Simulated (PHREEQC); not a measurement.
A column of 0.2 m (30 cells, dispersivity 0.016 m, 3600 s a shift, diffusion coefficient 3e-10 m²/s) holds 0.18 eq of the database's cation exchanger X per kg of pore water, first in equilibrium with 0.00038 mol/kgw CdCl2, 0.001 mol/kgw MnCl2 and 1e-05 mol/kgw HCl. It is flushed with 0.043 mol CaCl2 and 1e-05 mol HCl per kg of water, at 40 °C. Values are for the last cell. CO2 from the air is kept out. Nothing may precipitate in this run.

Base run: PHREEQC, ion-association model, phreeqc.dat. Each further column changes one thing. The table gives Cd in solution (mol/kgw).

| pore volumes | base | exchange capacity from 0.18 to 0.09 eq/kgw | dispersivity from 0.016 to 0.032 m |
|---|---|---|---|
| 0 | 0.000380 | 0.000380 | 0.000380 |
| 0.7167 | 0.00466 | 0.00469 | 0.00664 |
| 1.65 | 0.0197 | 0.0119 | 0.0175 |
| 2.35 | 0.0139 | 0.00203 | 0.0121 |
| 3.05 | 0.00397 | 0.000282 | 0.00490 |
| 3.983 | 0.000406 | 2.11e-5 | 0.00120 |
| 4.683 | 7.54e-5 | 3.06e-6 | 0.000417 |
| 5.383 | 1.45e-5 | 4.47e-7 | 0.000147 |
| 6.317 | 1.66e-6 | 3.45e-8 | 3.68e-5 |
| 7.017 | 3.28e-7 | 5.06e-9 | 1.31e-5 |

Away from 25 °C the constants follow the database's enthalpies or fits; those with neither stay at their 25 °C values.
